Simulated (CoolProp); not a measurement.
A closed Brayton cycle with dry air: compressor inlet 317.15 K and 8 MPa, high pressure 18.3 MPa, turbine inlet 810 K, compressor efficiency 0.8, turbine efficiency 0.85, recuperator effectiveness 0.95 (on enthalpy, no pinch check). Each further row changes one setting.

Model: reference Helmholtz-energy equation of state, Lemmon 2000, in CoolProp. It is a pseudo-pure fit of the blend.

```tsv
case	thermal efficiency (%)	net work (kJ/kg)	compressor to turbine work	compressor exit (K)	turbine exit (K)
as stated	25.4	44.0	0.71	423.5	674.3
turbine inlet 760 K	21.4	34.5	…	423.5	631.3
compressor inlet 327.15 K	23.4	40.2	0.74	…	674.3
high pressure 15.6 MPa	…	…	0.68	…	…
recuperator effectiveness 0.5	…	44.0	0.71	423.5	674.3
```

Fill in the missing entries.


- turbine inlet 760 K, compressor to turbine work: 0.76
- compressor inlet 327.15 K, compressor exit (K): 436.8
- high pressure 15.6 MPa, thermal efficiency (%): 27.3
- high pressure 15.6 MPa, net work (kJ/kg): 40.3
- high pressure 15.6 MPa, compressor exit (K): 401.0
- high pressure 15.6 MPa, turbine exit (K): 698.5
- recuperator effectiveness 0.5, thermal efficiency (%): 15.0
